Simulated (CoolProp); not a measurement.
n-hexane along the isotherm 326.85 °C: Z from the reference equation and from simpler models built on Tc = 234.7 °C, pc = 30.44 bar, ω = 0.300; each cubic takes its own stable root.

Values from CoolProp's reference Helmholtz-energy equation of state, Thol 2019.

| p (bar) | phase | reference |
|---|---|---|
| 0.144 | gas | 0.9991 |
| 0.233 | gas | 0.9985 |
| 0.377 | gas | 0.9976 |
| 0.609 | gas | 0.9961 |
| 0.984 | gas | 0.9937 |
| 1.59 | gas | 0.9898 |
| 2.57 | gas | 0.9835 |
| 4.15 | gas | 0.9733 |
| 6.7 | gas | 0.9566 |
| 10.8 | gas | 0.9294 |
| 17.5 | gas | 0.8838 |
| 28.3 | gas | 0.8075 |
| 45.7 | supercritical | 0.6817 |

Problem. How far does each simpler model (Pitzer virial, van der Waals, Peng-Robinson) lie from the reference over these 13 states: mean and median of the absolute difference, and the worst?

Solution. 
- Pitzer virial: mean 0.7 %, median 0.1 %, worst +4.9 % at 326.85 °C and 45.7 bar
- van der Waals: mean 1.2 %, median 0.0 %, worst -11.0 % at 326.85 °C and 45.7 bar
- Peng-Robinson: mean 0.4 %, median 0.2 %, worst -1.5 % at 326.85 °C and 28.3 bar
